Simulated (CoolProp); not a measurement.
Properties of dimethyl carbonate along the isobar 0.379 MPa.

Values from CoolProp's reference Helmholtz-energy equation of state, Zhou 2011.

```csv
T (K),phase,Z,cp (kJ/(kg K)),speed of sound (m/s),isothermal compressibility (1/MPa),expansivity (1/kK)
312.3,liquid,0.01258,1.853,1142,0.0009984,1.281
341.1,liquid,0.01197,1.906,1027,0.001279,1.375
369.8,liquid,0.01151,1.974,917.5,0.001669,1.502
398.6,liquid,0.01117,2.055,811.2,0.002240,1.677
427.4,gas,0.9340,1.560,193.0,2.838,2.919
456.2,gas,0.9473,1.615,201.6,2.793,2.607
484.9,gas,0.9571,1.671,209.4,2.761,2.371
513.7,gas,0.9646,1.725,216.8,2.738,2.184
542.5,gas,0.9705,1.777,223.8,2.720,2.030
571.2,gas,0.9751,1.826,230.5,2.707,1.900
600,gas,0.9789,1.873,236.9,2.696,1.788
```
